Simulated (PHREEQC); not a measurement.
Make-up at 20 °C: 4.6 mol KOH, 0.46 mol H3BO3 and 0.19 mol KBr per kg of water. Closed to the air; pH follows from the charge balance.

The numbers come from PHREEQC with the Pitzer model, pitzer.dat.

| quantity | before | after |
|---|---|---|
| pH | 15.34 | 4.16 |
| ionic strength (mol/kgw) | 4.79 | 0.190 |

### Question
What was changed between the two runs?
A. KBr replaced by K2CO3 at the same molality
B. diluted 100-fold with water
C. KBr left out
D. KOH left out
E. KOH from 4.6 to 4.14 mol/kgw

### Answer
D, KOH left out

No solid was allowed to form. In brines, pH and single-ion activities rest on the MacInnes convention.
